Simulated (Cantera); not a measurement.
An isothermal, constant-pressure homogeneous reactor starts with NH3 : N2 = 1 : 11 (molar parts), at 2350 K and 90.0 Torr. Integrator tolerance rtol = 1e-08.

Cantera simulation using the gas-phase N/H chemistry of the illustrative SiF4/NH3 mechanism in the Surface Chemkin manual (1991); the numbers are that mechanism's predictions, not measurements. Walls and surfaces, which speed up NH3 decomposition in real reactors, are not modelled.

Question: What does this change do: pressure from 90.0 Torr to 15.0 Torr?

Answer: 
| quantity | before | after |
|---|---|---|
| x(NH3) at 2.00 s | 4.97e-8 (gas-phase equilibrium 4.97e-8) | 6.37e-8 (gas-phase equilibrium 7.25e-9) |
| x(N2) at 2.00 s | 0.879 (gas-phase equilibrium 0.879) | 0.878 (gas-phase equilibrium 0.872) |
| x(H2) at 2.00 s | 0.109 (gas-phase equilibrium 0.109) | 0.107 (gas-phase equilibrium 0.0997) |
| x(H) at 2.00 s | 0.0119 (gas-phase equilibrium 0.0119) | 0.0151 (gas-phase equilibrium 0.0280) |
| x(NH2) at 2.00 s | 1.75e-8 (gas-phase equilibrium 1.75e-8) | 2.89e-8 (gas-phase equilibrium 6.53e-9) |
